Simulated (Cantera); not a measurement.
An isothermal, constant-pressure homogeneous reactor starts with CO : O2 : H2O : N2 = 0.0078 : 0.0068 : 0.019 : 1 (molar parts), at 1225 K and 0.375 atm.

Detailed kinetics in Cantera: GRI-Mech 3.0 (53 species, 325 reactions).

x: mole fraction; the columns are a selection and need not sum to one.

```
t (s)         x CO     x O2   x H2O       x H     x NO     x N2O     x NO2
--------  --------  -------  ------  --------  -------  --------  --------
3.00e-5    0.00755  0.00658  0.0184    <1e-12   <1e-12    <1e-12    <1e-12
6.68e-5    0.00755  0.00658  0.0184  1.63e-12   <1e-12    <1e-12    <1e-12
0.000149   0.00755  0.00658  0.0184  1.14e-11   <1e-12    <1e-12    <1e-12
0.000332   0.00755  0.00658  0.0184  7.20e-11   <1e-12    <1e-12    <1e-12
0.000739   0.00755  0.00658  0.0184  4.14e-10   <1e-12    <1e-12    <1e-12
0.00165    0.00755  0.00658  0.0184   3.42e-9   <1e-12    <1e-12    <1e-12
0.00367    0.00755  0.00658  0.0184   1.55e-7   <1e-12  1.04e-11    <1e-12
0.00818    0.00664  0.00616  0.0180  0.000221  3.94e-9   1.35e-8    <1e-12
0.0182     0.00113  0.00363  0.0176  0.000526  3.63e-7   4.41e-8  3.14e-11
0.0406    0.000183  0.00295  0.0182   5.84e-5  4.72e-7   5.96e-8  1.19e-10
0.0904     3.68e-5  0.00284  0.0184   4.98e-6  4.79e-7   8.12e-8  4.75e-10
0.201      7.52e-6  0.00282  0.0184   4.83e-7  4.79e-7   9.54e-8       ___
0.449      1.54e-6  0.00282  0.0184   5.60e-8  4.79e-7   1.01e-7       ___
1.00       3.38e-7  0.00282  0.0184   8.15e-9  4.80e-7   9.59e-8       ___
```

Task: Complete the blanks.

Result: 
- 0.201, x NO2: 1.16e-9
- 0.449, x NO2: 1.61e-9
- 1.00, x NO2: 1.40e-9
